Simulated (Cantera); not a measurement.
What does this Cantera script print?

```python
import numpy as np
import cantera as ct

gas_names = """
    H H2 Ti
""".split()
cond_names = """
    Ti(a) Ti(b) Ti(L)
""".split()


# ... load() reads the species with a 1 bar reference pressure and builds the phases ...
atoms = {
    'Ti': {'Ti': 1},
    'H2': {'H': 2},
}
top_T = {}  # K; cautious upper limits of use, not melting points


# ... equilibrate(T, P, feed) seeds the gas with the atoms and calls Mixture.equilibrate('TP', solver="vcs", rtol=1e-11, max_steps=5000) ...
results = []
feed = {'Ti': 1, 'H2': 1.4}  # mol
P = 1333.22  # Pa
for T in [1298, 1348, 1398, 1448, 1498, 1548, 1598, 1648, 1698, 1748, 1798, 1848, 1898, 1948]:
    mix = equilibrate(T, P, feed)
    results.append((T, P, feed, dict(zip(mix.species_names, mix.species_moles))))

top = {s: max(r[3][s] / sum(r[3][g] for g in gas_names) for r in results) for s in gas_names}
cols = sorted((s for s in top if top[s] > 0.001), key=lambda s: -top[s])[:7]
seen = [c for c in cond_names if any(r[3].get(c, 0) > 1e-12 for r in results)]
print("log10 of partial pressures in bar; condensed amounts in mol")
print(f"{'T/K':>10s}" + "".join(f"{s[:9]:>10s}" for s in cols + seen))
for T, P, feed, n in results:
    ng = sum(n[g] for g in gas_names)
    print(f"{T:10.4g}" + "".join(f"{np.log10(max(n[s] / ng * P / 1e5, 1e-99)):10.3f}" for s in cols)
          + "".join(f"{n.get(c, 0):10.4g}" for c in seen))
```

Result:

```
log10 of partial pressures in bar; condensed amounts in mol
       T/K        H2         H     Ti(b)     Ti(L)
      1298    -1.875    -6.908         1         0
      1348    -1.875    -6.573         1         0
      1398    -1.875    -6.263         1         0
      1448    -1.875    -5.973         1         0
      1498    -1.875    -5.702         1         0
      1548    -1.875    -5.449         1         0
      1598    -1.875    -5.212         1         0
      1648    -1.875    -4.988         1         0
      1698    -1.876    -4.778         1         0
      1748    -1.876    -4.579         1         0
      1798    -1.876    -4.392         1         0
      1848    -1.877    -4.214    0.9999         0
      1898    -1.878    -4.046    0.9998         0
      1948    -1.880    -3.887         0    0.9995
```

Cantera equilibrium calculation (NASA polynomials, part measured and part estimated; ideal gas, pure solids and liquids).
